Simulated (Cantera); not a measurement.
Feed: 1 mol Si, 3 mol NF3, held at 0.0133 bar.

These are equilibrium values from Cantera (NASA tables, ideal gas, pure condensed phases), not measurements of a reactor. Candidate condensed phases: Si, Si3N4; 16 gas species. Rates play no part. All values below are at 877 °C.

Base state: F 0.614, N2 0.208, SiF4 0.139, F2 0.0392 (mole fractions); condensed: gas only.

Question: What changes in the equilibrium state with this change: pressure from 0.0133 bar to 0.00280 bar?

Answer: 
```
species  before    after
-------  ------  -------
F         0.614    0.654
N2        0.208    0.202
SiF4      0.139    0.135
F2       0.0392  0.00933
```
